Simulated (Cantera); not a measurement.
## Low-pressure radical oxidation in H2/O2

An isothermal, constant-pressure homogeneous reactor starts with H2 : O2 = 0.097 : 1 (molar parts), at 1225 K and 10.00 Torr.

Cantera simulation using the H2/O2 subset of GRI-Mech 3.0, which has no nitrogen chemistry; the numbers are that mechanism's predictions, not measurements. Radical loss at walls, strong at low pressure, is not modelled. The temperature is held fixed by assumption; the heat of reaction is taken as removed at once.

```json
[
 {"t (s)": "2.00e-5", "x H2": "0.0884", "x O2": "0.912", "x HO2": "2.35e-9", "x H": "1.96e-9", "x O": "4.80e-10"},
 {"t (s)": "5.79e-5", "x H2": "0.0884", "x O2": "0.912", "x HO2": "6.82e-9", "x H": "5.16e-9", "x O": "3.28e-9"},
 {"t (s)": "0.000168", "x H2": "0.0884", "x O2": "0.912", "x HO2": "1.98e-8", "x H": "2.29e-8", "x O": "2.64e-8"},
 {"t (s)": "0.000486", "x H2": "0.0884", "x O2": "0.912", "x HO2": "6.06e-8", "x H": "7.46e-7", "x O": "1.00e-6"},
 {"t (s)": "0.00141", "x H2": "0.0624", "x O2": "0.894", "x HO2": "3.61e-6", "x H": "0.00834", "x O": "0.0105"},
 {"t (s)": "0.00408", "x H2": "0.00220", "x O2": "0.852", "x HO2": "4.88e-6", "x H": "0.0175", "x O": "0.0471"},
 {"t (s)": "0.0118", "x H2": "0.00170", "x O2": "0.867", "x HO2": "4.77e-6", "x H": "0.0113", "x O": "0.0349"},
 {"t (s)": "0.0343", "x H2": "0.000826", "x O2": "0.889", "x HO2": "4.08e-6", "x H": "0.00357", "x O": "0.0161"},
 {"t (s)": "0.0993", "x H2": "0.000187", "x O2": "0.903", "x HO2": "2.28e-6", "x H": "0.000372", "x O": "0.00356"},
 {"t (s)": "0.288", "x H2": "2.68e-5", "x O2": "0.907", "x HO2": "6.94e-7", "x H": "2.01e-5", "x O": "0.000509"},
 {"t (s)": "0.834", "x H2": "4.07e-6", "x O2": "0.907", "x HO2": "1.56e-7", "x H": "1.20e-6", "x O": "7.78e-5"},
 {"t (s)": "2.42", "x H2": "7.89e-7", "x O2": "0.907", "x HO2": "3.86e-8", "x H": "1.04e-7", "x O": "1.52e-5"},
 {"t (s)": "7.00", "x H2": "1.91e-7", "x O2": "0.907", "x HO2": "1.47e-8", "x H": "1.25e-8", "x O": "3.70e-6"}
]
```
x: mole fraction; the columns are a selection and need not sum to one.

Equilibrium at this temperature and pressure: H2 1.79e-8, O2 0.907, HO2 1.72e-8, H 3.64e-10, O 3.49e-7 (gas phase only).
